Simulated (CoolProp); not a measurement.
Properties of carbonyl sulfide along the isobar 65.8 bar.

Model: reference Helmholtz-energy equation of state, Lemmon 2006, in CoolProp. It is a short technical equation, of lower accuracy than the large ones.

```json
[
 {"T (K)": "213.7", "phase": "liquid", "speed of sound (m/s)": "1108", "Joule-Thomson coefficient (K/MPa)": "-0.4594", "expansivity (1/kK)": "1.674"},
 {"T (K)": "233.2", "phase": "liquid", "speed of sound (m/s)": "1021", "Joule-Thomson coefficient (K/MPa)": "-0.4230", "expansivity (1/kK)": "1.802"},
 {"T (K)": "252.7", "phase": "liquid", "speed of sound (m/s)": "___", "Joule-Thomson coefficient (K/MPa)": "-0.3714", "expansivity (1/kK)": "___"},
 {"T (K)": "272.2", "phase": "liquid", "speed of sound (m/s)": "845.0", "Joule-Thomson coefficient (K/MPa)": "-0.2993", "expansivity (1/kK)": "2.206"},
 {"T (K)": "291.7", "phase": "liquid", "speed of sound (m/s)": "755.3", "Joule-Thomson coefficient (K/MPa)": "-0.1970", "expansivity (1/kK)": "2.532"},
 {"T (K)": "311.2", "phase": "liquid", "speed of sound (m/s)": "662.7", "Joule-Thomson coefficient (K/MPa)": "-0.04498", "expansivity (1/kK)": "3.022"},
 {"T (K)": "330.8", "phase": "liquid", "speed of sound (m/s)": "564.5", "Joule-Thomson coefficient (K/MPa)": "0.2012", "expansivity (1/kK)": "3.840"},
 {"T (K)": "350.3", "phase": "liquid", "speed of sound (m/s)": "456.5", "Joule-Thomson coefficient (K/MPa)": "0.6599", "expansivity (1/kK)": "___"},
 {"T (K)": "369.8", "phase": "liquid", "speed of sound (m/s)": "319.8", "Joule-Thomson coefficient (K/MPa)": "___", "expansivity (1/kK)": "11.75"},
 {"T (K)": "389.3", "phase": "supercritical", "speed of sound (m/s)": "184.6", "Joule-Thomson coefficient (K/MPa)": "12.15", "expansivity (1/kK)": "___"},
 {"T (K)": "408.8", "phase": "supercritical", "speed of sound (m/s)": "208.5", "Joule-Thomson coefficient (K/MPa)": "10.72", "expansivity (1/kK)": "9.538"},
 {"T (K)": "428.3", "phase": "supercritical", "speed of sound (m/s)": "224.9", "Joule-Thomson coefficient (K/MPa)": "9.370", "expansivity (1/kK)": "6.505"},
 {"T (K)": "447.8", "phase": "supercritical", "speed of sound (m/s)": "238.2", "Joule-Thomson coefficient (K/MPa)": "8.284", "expansivity (1/kK)": "5.084"},
 {"T (K)": "467.3", "phase": "supercritical", "speed of sound (m/s)": "249.6", "Joule-Thomson coefficient (K/MPa)": "7.397", "expansivity (1/kK)": "___"},
 {"T (K)": "486.8", "phase": "supercritical", "speed of sound (m/s)": "259.8", "Joule-Thomson coefficient (K/MPa)": "6.660", "expansivity (1/kK)": "3.671"},
 {"T (K)": "506.3", "phase": "supercritical", "speed of sound (m/s)": "269.0", "Joule-Thomson coefficient (K/MPa)": "6.038", "expansivity (1/kK)": "3.258"}
]
```

Complete the blanks.


- 252.7, speed of sound (m/s): 933.2
- 252.7, expansivity (1/kK): 1.973
- 350.3, expansivity (1/kK): 5.503
- 369.8, Joule-Thomson coefficient (K/MPa): 1.935
- 389.3, expansivity (1/kK): 23.19
- 467.3, expansivity (1/kK): 4.239
